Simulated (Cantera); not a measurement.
Charge: 1 mol FeS, 50 mol H₂, 0.51 mol N₂, equilibrated at 900 K and 13.3 mbar.

Method: chemical equilibrium by Gibbs-energy minimisation in Cantera with the NASA 1993 tables (ideal gas, pure condensed phases). Candidate condensed phases: Fe, FeS, FeS₂, S; 16 gas species. FeS: taken at fixed stoichiometry. Equilibrium is a limit: real reactors are often held back by kinetics, nucleation or transport.

Base state: H₂ 0.989, N₂ 0.0101, H₂S 0.000455 (mole fractions); condensed: Fe(α) + FeS(s).

Question: What changes in the equilibrium state with this change: temperature from 900 K to 1275 K?

Answer: 
```tsv
species	before	after
H₂	0.989	0.984
N₂	0.0101	0.0101
H₂S	0.000455	0.00619
SH	2.66e-9	2.34e-5
S₂	<1e-9	1.73e-5
Fe(α), mol	0.0230	0
FeS(s), mol	0.977	0.684
Fe(γ), mol	0	0.316
```
Metal and sulfide melt together well below either melting point, which pure phases cannot show. Mutual solubility and eutectic melting of coexisting phases are not modelled.
